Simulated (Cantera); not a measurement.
An adiabatic, constant-volume homogeneous reactor starts with CH₄ : C₂H₆ : C₃H₈ : O₂ : N₂ = 1 : 0.18 : 0.11 : 3.38 : 12.7 (molar parts), equivalence ratio 0.94, at 1475 K and 63000 Pa. Integrator tolerance rtol = 1e-08.

Cantera simulation using GRI-Mech 3.0 (53 species, 325 reactions); the numbers are that mechanism's predictions, not measurements.

### Question
What does this change do: 1.2 parts H2 added?

### Answer
```json
[
 {"quantity": "time of steepest temperature rise", "before": "0.189 ms", "after": "0.110 ms"},
 {"quantity": "temperature at 0.500 s", "before": "2845 K", "after": "2900 K"},
 {"quantity": "equilibrium temperature", "before": "2845 K", "after": "2900 K"},
 {"quantity": "x(CH₄) at 0.500 s", "before": "<1e-12 (gas-phase equilibrium <1e-12)", "after": "<1e-12 (gas-phase equilibrium <1e-12)"},
 {"quantity": "x(C₂H₆) at 0.500 s", "before": "<1e-12 (gas-phase equilibrium <1e-12)", "after": "<1e-12 (gas-phase equilibrium <1e-12)"},
 {"quantity": "x(C₃H₈) at 0.500 s", "before": "<1e-12 (gas-phase equilibrium <1e-12)", "after": "<1e-12 (gas-phase equilibrium <1e-12)"},
 {"quantity": "x(O) at 0.500 s", "before": "0.00950 (gas-phase equilibrium 0.00950)", "after": "0.00833 (gas-phase equilibrium 0.00833)"},
 {"quantity": "x(H₂O₂) at 0.500 s", "before": "3.23e-7 (gas-phase equilibrium 3.23e-7)", "after": "3.13e-7 (gas-phase equilibrium 3.13e-7)"}
]
```
